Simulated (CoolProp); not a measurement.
A single-stage vapour-compression cycle with R113: evaporating at 279.15 K (dew point), condensing at 317.15 K (bubble point), superheat 10 K, subcooling 0 K, compressor efficiency 0.6, no pressure losses. Each further row changes one setting.

The numbers come from the reference Helmholtz-energy equation of state, Marx 1992 in CoolProp.

| case | cooling COP | pressure ratio | discharge temperature (K) | refrigerating effect (kJ/kg) | volumetric capacity (kJ/m³) |
|---|---|---|---|---|---|
| as stated | [?] | 4.50 | 340.5 | 128 | 202 |
| evaporating temperature 284.15 K | 4.63 | [?] | 338.1 | 132 | 256 |
| condensing temperature 312.15 K | [?] | 3.78 | 334.5 | 133 | 210 |
| subcooling 5 K | 4.01 | 4.50 | 340.5 | 133 | 210 |
| superheat 20 K | [?] | 4.50 | 351.4 | 135 | 205 |
| compressor efficiency 0.5 | 3.22 | 4.50 | 349.9 | 128 | 202 |

**Question.** Fill in the missing entries.

**Answer.** 
- as stated, cooling COP: 3.87
- evaporating temperature 284.15 K, pressure ratio: 3.59
- condensing temperature 312.15 K, cooling COP: 4.55
- superheat 20 K, cooling COP: 3.92
